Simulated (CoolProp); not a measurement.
Aqueous methanol as a coolant, 40 % by mass, freezing at -38.7 °C, 1 atm.

Values from CoolProp's Melinder's fits for secondary coolants.

| T (°C) | cp (kJ/(kg K)) | conductivity (W/(m K)) | viscosity (mPa s) | Prandtl number |
|---|---|---|---|---|
| -17.6 | 3.475 | 0.368 | 7.89 | 74.5 |
| -13.3 | 3.528 | 0.370 | 6.41 | 61.2 |
| -9.1 | 3.576 | 0.372 | 5.30 | 51.0 |
| -4.9 | 3.622 | 0.374 | 4.43 | 43.0 |
| -0.6 | 3.665 | 0.376 | 3.73 | 36.4 |
| 3.6 | 3.705 | 0.378 | 3.18 | 31.1 |
| 7.9 | 3.741 | ? | ? | 26.8 |
| 12.1 | 3.773 | 0.382 | 2.36 | 23.3 |
| 16.3 | 3.801 | 0.384 | 2.06 | ? |
| 20.6 | 3.826 | 0.386 | 1.81 | 17.9 |
| 24.8 | 3.845 | 0.388 | 1.60 | 15.8 |
| 29.1 | ? | 0.390 | 1.42 | 14.0 |
| 33.3 | 3.869 | 0.393 | ? | ? |
| 37.5 | ? | 0.395 | 1.14 | 11.2 |

**Question.** Some entries are withheld; supply them.

**Answer.** 
- 7.9, conductivity (W/(m K)): 0.380
- 7.9, viscosity (mPa s): 2.72
- 16.3, Prandtl number: 20.4
- 29.1, cp (kJ/(kg K)): 3.859
- 33.3, viscosity (mPa s): 1.27
- 33.3, Prandtl number: 12.5
- 37.5, cp (kJ/(kg K)): 3.873
